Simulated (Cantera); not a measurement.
A closed system holds: 1 mol B2H6, 0.21 mol O2, 110 mol N2, at 35000 Pa.

These are equilibrium values from Cantera (NASA tables, ideal gas, pure condensed phases), not measurements of a reactor. Candidate condensed phases: B, BN, B2O3, B3O3H3, H2O; 39 gas species. The feed counts by its element totals alone. N2 is the only nitrogen source here; it is nearly inert below about 1500 K, so the nitride shown seldom forms there in practice. Mutual solubility and eutectic melting of coexisting phases are not modelled. The tables' values for BH2 are old estimates; treat these amounts as uncertain. Kinetics and transport are ignored.

x: gas mole fraction; n: condensed amount in mol.

```csv
T (°C),x N2,x H2,x H,x BO,x HBO,x HBO2,x B2O3,n BN(s),n B2O3(l)
600,0.973,0.0266,1.29e-11,<1e-12,2.57e-12,2.81e-8,<1e-12,1.73,0.133
750,0.973,0.0266,1.14e-9,<1e-12,9.79e-10,9.48e-7,2.81e-11,1.73,0.133
900,0.973,0.0266,3.25e-8,4.45e-12,7.86e-8,1.23e-5,1.06e-8,1.73,0.133
1050,0.973,0.0266,[?],[?],[?],[?],[?],1.73,0.128
1200,0.973,0.0264,[?],[?],[?],[?],[?],1.74,[?]
1350,0.972,0.0260,1.88e-5,3.92e-6,0.000245,0.00102,0.000438,1.76,0
1500,0.972,0.0260,7.75e-5,3.81e-5,0.000695,0.000630,0.000515,1.71,0
1650,0.972,0.0257,0.000255,0.000217,0.00139,0.000295,0.000350,1.66,0
1800,0.971,0.0253,0.000708,0.000707,0.00187,8.49e-5,0.000103,1.60,0
1950,0.970,0.0249,0.00171,0.00142,0.00174,1.52e-5,1.37e-5,1.58,0
2100,0.969,0.0241,0.00366,0.00213,0.00132,2.25e-6,1.29e-6,1.58,0
```

Problem. Complete the blanks.

Solution. 
- 1200, x H: 3.47e-6
- 1200, x BO: 1.16e-7
- 1200, x HBO: 3.24e-5
- 1200, x HBO2: 0.000387
- 1200, x B2O3: 3.53e-5
- 1200, n B2O3(l): 0.100
- 1050, x H: 4.37e-7
- 1050, x BO: 1.29e-9
- 1050, x HBO: 2.27e-6
- 1050, x HBO2: 8.53e-5
- 1050, x B2O3: 9.93e-7
